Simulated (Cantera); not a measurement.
# Thermodynamics of silicon nitride deposition, feed trisilylamine + NH3 + N2

Input: 1 mol trisilylamine, 0.7 mol NH3, 5.5 mol N2, equilibrated at 15.0 mbar.

Equilibrium computed with Cantera from the NASA thermochemical tables; the gas is ideal and each condensed phase is pure. Candidate condensed phases: Si, Si3N4; 18 gas species. The feed counts by its element totals alone. The tables' values for SiN are old estimates; treat these amounts as uncertain. Gases not in the tables: Si2H6 and higher silanes. Equilibrium is a limit: real reactors are often held back by kinetics, nucleation or transport.

From 700 K to 1750 K the condensed part is Si3N4(s). From 1900 K to 2050 K the condensed part is Si(l).

```
T (K)  log p H2  log p N2  log p H  log p Si  log p SiH  n Si3N4(s)  n Si(l)
-----  --------  --------  -------  --------  ---------  ----------  -------
700       -2.08     -2.18     <-13      <-13       <-13        1.00        0
850       -2.08     -2.18   -11.73      <-13       <-13        1.00        0
1000      -2.08     -2.18    -9.68      <-13       <-13        1.00        0
1150      -2.08     -2.18    -8.16      <-13       <-13        1.00        0
1300      -2.08     -2.18    -6.99    -13.11     -13.23        1.00        0
1450      -2.08     -2.18    -6.06    -10.24     -10.67        1.00        0
1600      -2.08     -2.18    -5.30     -7.91      -8.61       1.000        0
1750      -2.08     -2.18    -4.67     -5.98      -6.90       1.000        0
1900      -2.16     -2.10    -4.18     -4.90      -6.04           0     2.99
2050      -2.17     -2.10    -3.73     -4.11      -5.41           0     2.93
```
log p: log10 of the partial pressure in bar; n: condensed amount in mol.
